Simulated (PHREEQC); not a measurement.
**Metal-bearing waste water (model solution)**

A solution holds 0.05 mol/kgw FeSO4, 0.0024 mol/kgw NiCl2, 0.0044 mol/kgw H2SO4 and 0.021 mol/kgw Na2SO4, at 25 °C. Closed to the air; pH follows from the charge balance.

The numbers come from PHREEQC with the ion-association model, wateq4f.dat.

Each row changes one thing in this solution. This is a speciation only: nothing precipitates in the calculation.

```json
[
 {"case": "as made", "pH": "2.57", "ionic strength (mol/kgw)": "0.174", "SO4-2 (mol/kgw)": "0.0444", "Na+ (mol/kgw)": "0.0393", "Fe+2 (mol/kgw)": "0.0275", "FeSO4 (mol/kgw)": "0.0219", "SI of Melanterite (FeSO4:7H2O)": "-1.69", "SI of Morenosite (NiSO4:7H2O)": "-2.89"},
 {"case": "FeSO4 from 0.05 to 0.025 mol/kgw", "pH": "2.49", "ionic strength (mol/kgw)": "___", "SO4-2 (mol/kgw)": "0.0320", "Na+ (mol/kgw)": "0.0398", "Fe+2 (mol/kgw)": "0.0143", "FeSO4 (mol/kgw)": "0.0104", "SI of Melanterite (FeSO4:7H2O)": "-2.02", "SI of Morenosite (NiSO4:7H2O)": "-2.92"},
 {"case": "H2SO4 replaced by CaSO4 at the same molality", "pH": "___", "ionic strength (mol/kgw)": "0.179", "SO4-2 (mol/kgw)": "0.0469", "Na+ (mol/kgw)": "___", "Fe+2 (mol/kgw)": "0.0274", "FeSO4 (mol/kgw)": "0.0226", "SI of Melanterite (FeSO4:7H2O)": "-1.68", "SI of Morenosite (NiSO4:7H2O)": "-2.88"},
 {"case": "H2SO4 left out", "pH": "___", "ionic strength (mol/kgw)": "0.171", "SO4-2 (mol/kgw)": "0.0448", "Na+ (mol/kgw)": "0.0393", "Fe+2 (mol/kgw)": "0.0275", "FeSO4 (mol/kgw)": "0.0224", "SI of Melanterite (FeSO4:7H2O)": "-1.68", "SI of Morenosite (NiSO4:7H2O)": "-2.88"},
 {"case": "diluted 5-fold with water", "pH": "3.01", "ionic strength (mol/kgw)": "0.0415", "SO4-2 (mol/kgw)": "0.0109", "Na+ (mol/kgw)": "0.00818", "Fe+2 (mol/kgw)": "0.00678", "FeSO4 (mol/kgw)": "0.00319", "SI of Melanterite (FeSO4:7H2O)": "___", "SI of Morenosite (NiSO4:7H2O)": "-3.73"},
 {"case": "temperature from 25 to 60 °C", "pH": "2.77", "ionic strength (mol/kgw)": "0.153", "SO4-2 (mol/kgw)": "0.0383", "Na+ (mol/kgw)": "0.0393", "Fe+2 (mol/kgw)": "0.0228", "FeSO4 (mol/kgw)": "0.0266", "SI of Melanterite (FeSO4:7H2O)": "-2.19", "SI of Morenosite (NiSO4:7H2O)": "-3.22"}
]
```

Some entries are withheld; supply them.


- FeSO4 from 0.05 to 0.025 mol/kgw, ionic strength (mol/kgw): 0.123
- H2SO4 replaced by CaSO4 at the same molality, pH: 5.96
- H2SO4 replaced by CaSO4 at the same molality, Na+ (mol/kgw): 0.0392
- H2SO4 left out, pH: 5.95
- diluted 5-fold with water, SI of Melanterite (FeSO4:7H2O): -2.53

Species that the database lacks are ignored. In wateq4f.dat the enthalpy of Ni(OH)2 has the wrong sign, so its saturation index can't be trusted away from 25 °C. Away from 25 °C the constants follow the database's enthalpies or fits; those with neither stay at their 25 °C values.
